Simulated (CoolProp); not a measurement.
Normal hydrogen along the isotherm 19 K: Z from the reference equation and from simpler models built on Tc = 33.1 K, pc = 1.296 MPa, ω = -0.219; each cubic takes its own stable root.

Computed with CoolProp (reference Helmholtz-energy equation of state, Leachman 2009).

```csv
p (MPa),phase,reference
0.589,liquid,0.1030
1.18,liquid,0.2045
1.77,liquid,0.3043
2.36,liquid,0.4025
2.95,liquid,0.4994
3.54,liquid,0.5952
4.12,liquid,0.6882
4.71,liquid,0.7818
5.3,liquid,0.8744
5.89,liquid,0.9661
6.48,liquid,1.057
```

Q: How far does each simpler model (Redlich-Kwong, Peng-Robinson) lie from the reference over these 11 states: mean and median of the absolute difference, and the worst?

A: 
- Redlich-Kwong: mean 15.8 %, median 15.7 %, worst -17.3 % at 19 K and 0.589 MPa
- Peng-Robinson: mean 20.6 %, median 20.6 %, worst -21.0 % at 19 K and 0.589 MPa
